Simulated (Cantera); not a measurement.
Feed: 1 mol C2H4, a varied amount of O2, held at 160000 Pa.

Method: chemical equilibrium by Gibbs-energy minimisation in Cantera with the NASA 1993 tables (ideal gas, pure condensed phases). Candidate condensed phases: C, C6H6, C7H8, C8H18, H2O; 110 gas species. Rates play no part.

Question: What condenses at these points (T in K, n(O2) in mol): (1748, 1.9); (1898, 0.046); (1148, 0.82); (2198, 0.16)?

Answer: 
```
T (K)  n(O2) in mol  condensed phases  C condensed (%)
-----  ------------  ----------------  ---------------
1748            1.9          gas only              0.0
1898          0.046                 C             95.2
1148           0.82                 C             21.3
2198           0.16                 C             83.5
```
